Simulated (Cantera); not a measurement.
An adiabatic, constant-volume homogeneous reactor starts with 20.0 % H₂, 11.3 % O₂, 68.7 % N₂, equivalence ratio 0.89, at 1498 K and 5630 Torr.

Computed with Cantera and GRI-Mech 3.0 (53 species, 325 reactions). The hydrogen kinetics of GRI-Mech 3.0 are dated; newer H2 mechanisms differ, most at raised pressure.

One state of this run: T (K) = 2918; P (bar) = 13.4; x H₂ = 0.0161; x O₂ = 0.0123; x OH = 0.0158; x H₂O = 0.193; x H₂O₂ = 1.19e-6. x: mole fraction; the columns are a selection and need not sum to one.

Problem. Which value of t (s) does it belong to?
A) 4.00e-6
B) 0.0211
C) 1.90e-5
D) 8.72e-6

Solution. B, 0.0211
